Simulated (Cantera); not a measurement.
**Thermodynamics of silicon oxide and oxynitride deposition, feed Si₂H₆ + O₂ + N₂**

Feed: 1 mol Si₂H₆, a varied amount of O₂, 84 mol N₂, equilibrated at 1100 K and 0.00160 bar.

These are equilibrium values from Cantera (NASA tables, ideal gas, pure condensed phases), not measurements of a reactor. Candidate condensed phases: H₂O, Si, SiO₂, Si₂N₂O, Si₃N₄; 35 gas species. The feed counts by its element totals alone. Equilibrium is a limit: real reactors are often held back by kinetics, nucleation or transport.

From 2.2 mol O₂ to 12 mol O₂ the condensed part is SiO₂(β-quartz).

```csv
n(O₂) (mol),x N₂,x O₂,x H₂O,x H₂,x NO,n SiO₂(β-quartz)
2.2,0.966,<1e-12,0.00460,0.0299,1.04e-12,2.00
2.6,0.966,<1e-12,0.0138,0.0207,4.51e-12,2.00
3,0.966,<1e-12,0.0230,0.0115,1.35e-11,2.00
3.5,0.966,6.20e-7,0.0345,1.44e-6,1.62e-7,2.00
4.1,0.959,0.00684,0.0342,1.36e-8,1.69e-5,2.00
4.8,0.951,0.0147,0.0340,9.23e-9,2.47e-5,2.00
5.7,0.942,0.0246,0.0336,7.06e-9,3.18e-5,2.00
6.6,0.932,0.0344,0.0333,5.92e-9,3.74e-5,2.00
7.8,0.920,0.0471,0.0329,4.99e-9,4.35e-5,2.00
9.1,0.907,0.0605,0.0324,4.34e-9,4.89e-5,2.00
11,0.889,0.0793,0.0317,3.71e-9,5.55e-5,2.00
12,0.880,0.0890,0.0314,3.47e-9,5.85e-5,2.00
```
x: gas mole fraction; n: condensed amount in mol.
